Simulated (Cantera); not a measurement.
Input (Python, Cantera):

```python
import numpy as np
import cantera as ct

gas = ct.Solution("gri30.yaml")
gas.TPX = 500, 22000, {'CH4': 1, 'C2H6': 0.071, 'C3H8': 1, 'O2': 7.88, 'N2': 29.6}
flame = ct.FreeFlame(gas, width=0.12)
flame.set_refine_criteria(ratio=3, slope=0.08, curve=0.16)
flame.transport_model = "mixture-averaged"
flame.solve(loglevel=0, auto=True)
z, T = flame.grid, flame.T
thick = (T[-1] - T[0]) / np.gradient(T, z).max()
show = ['CH4', 'C2H6', 'C3H8', 'H2O', 'NO', 'CH2']
print(f"laminar burning velocity  {flame.velocity[0] * 100:.3f} cm/s")
print(f"burnt temperature         {T[-1]:.1f} K")
print(f"thermal thickness         {thick * 1e3:.4f} mm")
print(f"grid points               {len(z)}")
z0 = z[flame.heat_release_rate.argmax()]
print(f"{'z/mm':>9s}{'T/K':>9s}{'u/(m/s)':>9s}" + "".join(f"{s:>11s}" for s in show))
rows = []
for k in (-3, -2, -1.5, -1, -0.5, -0.25, 0, 0.25, 0.5, 1, 2, 4, 8):
    zz = z0 + k * thick
    rows.append([k * thick, np.interp(zz, z, T), np.interp(zz, z, flame.velocity),
                 *(np.interp(zz, z, flame.X[gas.species_index(s)]) for s in show)])
    print(f"{rows[-1][0] * 1e3:9.3f}{rows[-1][1]:9.1f}{rows[-1][2]:9.3f}" + "".join(f"{x:11.3e}" for x in rows[-1][3:]))
```

Result:

```
laminar burning velocity  133.063 cm/s
burnt temperature         2263.8 K
thermal thickness         1.1934 mm
grid points               157
     z/mm      T/K  u/(m/s)        CH4       C2H6       C3H8        H2O         NO        CH2
   -3.580    500.0    1.331  2.527e-02  1.794e-03  2.527e-02  8.399e-06  2.835e-11  1.293e-19
   -2.387    500.5    1.335  2.522e-02  1.792e-03  2.524e-02  1.023e-04  4.536e-10  5.596e-16
   -1.790    503.3    1.345  2.513e-02  1.790e-03  2.519e-02  5.256e-04  2.953e-09  3.171e-13
   -1.193    529.9    1.423  2.464e-02  1.808e-03  2.496e-02  3.817e-03  3.185e-08  3.748e-10
   -0.597    817.7    2.244  2.061e-02  2.420e-03  1.984e-02  3.136e-02  5.019e-07  3.846e-07
   -0.298   1207.7    3.400  1.383e-02  1.937e-03  7.598e-03  6.597e-02  1.445e-06  1.346e-05
    0.000   1598.6    4.586  4.762e-03  2.031e-04  3.298e-04  1.015e-01  3.383e-06  5.609e-05
    0.298   1766.4    5.088  6.421e-04  1.795e-06  7.422e-07  1.198e-01  6.056e-06  2.043e-05
    0.597   1805.4    5.190  4.629e-05  3.552e-09  2.544e-10  1.247e-01  7.993e-06  1.546e-06
    1.193   1835.5    5.249  1.882e-07  4.848e-14  2.956e-16  1.241e-01  9.969e-06  4.569e-09
    2.387   1872.5    5.328  4.045e-11  2.190e-19  4.686e-23  1.229e-01  1.253e-05  8.985e-13
    4.774   1921.4    5.446  3.176e-16  1.962e-25  3.299e-31  1.249e-01  1.719e-05  4.441e-17
    9.547   1987.1    5.606  1.084e-17  2.521e-30  4.652e-39  1.288e-01  2.619e-05  2.500e-17
```

Computed with Cantera and GRI-Mech 3.0 (53 species, 325 reactions). GRI-Mech 3.0 was tuned for natural gas; its chemistry of propane as a main component is partial and can be far from experiment. Burning velocities carry a grid error of a few per cent, more on coarse grids.
